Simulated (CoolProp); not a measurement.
Vapour-liquid equilibrium of sulfur dioxide (1) + toluene (2) at 0.215 MPa; x and y are mole fractions of (1).

Model: multi-fluid Helmholtz-energy mixture model, Gao 2016 and Lemmon 2006; pair parameters Bell 2016, in CoolProp.

### Question
Give the bubble temperature and the first vapour's composition at x = 0.2, 0.5, 0.95. Is there an azeotrope?

### Answer
x = 0.2: 336.5 K, y = 0.917; x = 0.5: 300.7 K, y = 0.989; x = 0.95: 282.7 K, y = 1.000. No azeotrope shows between x = 0.05 and 0.95.

The pair parameters rest on a limited set of measurements; away from them the model extrapolates. The gap from Raoult's law changes sign with composition, which may be real or a fault of the pair parameters; it wasn't checked against measurements.
